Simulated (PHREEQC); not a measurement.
# Copper plating or etch bath: an equilibrium model

Dissolve 0.057 mol Cu(NO3)2 and 0.017 mol FeCl3 per kg of water at 25 °C and 100 atm. Closed to the air; pH follows from the charge balance.

Computed with PHREEQC (ion-association model, phreeqc.dat).

Precipitation was switched off in this run.

Q: Predict the pH.

A: pH 2.19.

Q: In which forms is Cu present?

A: Cu+2 96 %, CuCl+ 3.5 % of the Cu.

The solution is supersaturated, for example in Hematite (slow to form), Goethite (slow to form), so a real one may precipitate; this is no full list. Under pressure, the constants of complexes without a molar volume in the database are unreliable.
